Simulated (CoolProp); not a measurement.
A Linde-Hampson liquefier for carbon monoxide: isothermal reversible compression at 280 K from 1 atm to 15 MPa, throttling to 1 atm, return gas leaving the recuperator 2 K below the feed. Each further row changes one setting.

Model: reference Helmholtz-energy equation of state, Lemmon 2006, in CoolProp. It is a short technical equation, of lower accuracy than the large ones.

| case | liquid yield per pass | compression work (kJ/kg of gas) |
|---|---|---|
| as stated | 0.082 | 412 |
| high pressure 30 MPa | 0.119 | … |
| warm-end temperature 310 K | … | … |
| warm-end gap 7 K | … | 412 |

Problem. Some entries are withheld; supply them.

Solution. 
- high pressure 30 MPa, compression work (kJ/kg of gas): 472
- warm-end temperature 310 K, liquid yield per pass: 0.059
- warm-end temperature 310 K, compression work (kJ/kg of gas): 459
- warm-end gap 7 K, liquid yield per pass: 0.070
